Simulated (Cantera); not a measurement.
Adiabatic ignition

An adiabatic, constant-volume homogeneous reactor starts with 8.70 % CH₄, 1.74 % CO, 18.8 % O₂, 70.8 % N₂, equivalence ratio 0.97, at 1125 K and 0.987 atm.

Computed with Cantera and GRI-Mech 3.0 (53 species, 325 reactions).

```
t (s)     T (K)  P (bar)   x CH₄    x CO    x O₂       x H    x NO
--------  -----  -------  ------  ------  ------  --------  ------
5.00e-6    1125     1.00  0.0870  0.0174   0.188  2.40e-12  <1e-12
1.27e-5    1125     1.00  0.0870  0.0174   0.188  2.97e-12  <1e-12
3.23e-5    1125     1.00  0.0870  0.0174   0.188  3.68e-12  <1e-12
8.22e-5    1125     1.00  0.0870  0.0174   0.188  5.57e-12  <1e-12
0.000209   1125     1.00  0.0870  0.0174   0.188  1.10e-11  <1e-12
0.000531   1125     1.00  0.0870  0.0174   0.188  2.83e-11  <1e-12
0.00135    1125     1.00  0.0870  0.0174   0.188  9.20e-11  <1e-12
0.00343    1125     1.00  0.0870  0.0174   0.188  3.04e-10  <1e-12
0.00873    1125     1.00  0.0869  0.0174   0.188  6.03e-10  <1e-12
0.0222     1126     1.00  0.0869  0.0174   0.188   1.01e-9  <1e-12
0.0565     1127     1.00  0.0866  0.0174   0.188   2.91e-9  <1e-12
0.144      1160     1.03  0.0828  0.0183   0.184   8.94e-8  <1e-12
0.365      2790     2.55  <1e-12  0.0394  0.0207   0.00572  0.0106
0.928      2790     2.55  <1e-12  0.0394  0.0207   0.00572  0.0106
2.36       2790     2.55  <1e-12  0.0394  0.0207   0.00572  0.0106
6.00       2790     2.55  <1e-12  0.0394  0.0207   0.00572  0.0106
```
x: mole fraction; the columns are a selection and need not sum to one.

| Quantity | Value |
|---|---|
| time of steepest temperature rise | 0.157 s |
| temperature at 6.00 s | 2790 K |
| equilibrium temperature | 2790 K |
| x(CH₄) at 6.00 s | <1e-12 (gas-phase equilibrium <1e-12) |
| x(CO) at 6.00 s | 0.0394 (gas-phase equilibrium 0.0394) |
| x(O₂) at 6.00 s | 0.0207 (gas-phase equilibrium 0.0207) |
